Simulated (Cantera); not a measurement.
An adiabatic, constant-pressure homogeneous reactor starts with CO : H2 : O2 : N2 = 1 : 0.39 : 0.463 : 2.32 (molar parts), equivalence ratio 1.5, at 1250 K and 0.650 bar. Integrator tolerance rtol = 1e-08.

Computed with Cantera and GRI-Mech 3.0 (53 species, 325 reactions).

What does this change do: initial temperature 1250 to 1575 K?


```tsv
quantity	before	after
time of steepest temperature rise	88.1 µs	27.5 µs
temperature at 4.00 s	2622 K	2733 K
equilibrium temperature	2622 K	2733 K
x(CO) at 4.00 s	0.133 (gas-phase equilibrium 0.133)	0.146 (gas-phase equilibrium 0.146)
x(H2) at 4.00 s	0.0128 (gas-phase equilibrium 0.0128)	0.0142 (gas-phase equilibrium 0.0142)
x(O2) at 4.00 s	0.00707 (gas-phase equilibrium 0.00707)	0.0123 (gas-phase equilibrium 0.0123)
x(H2O2) at 4.00 s	5.08e-8 (gas-phase equilibrium 5.08e-8)	7.57e-8 (gas-phase equilibrium 7.57e-8)
x(CO2) at 4.00 s	0.132 (gas-phase equilibrium 0.132)	0.114 (gas-phase equilibrium 0.114)
x(NO) at 4.00 s	0.00457 (gas-phase equilibrium 0.00457)	0.00710 (gas-phase equilibrium 0.00710)
```
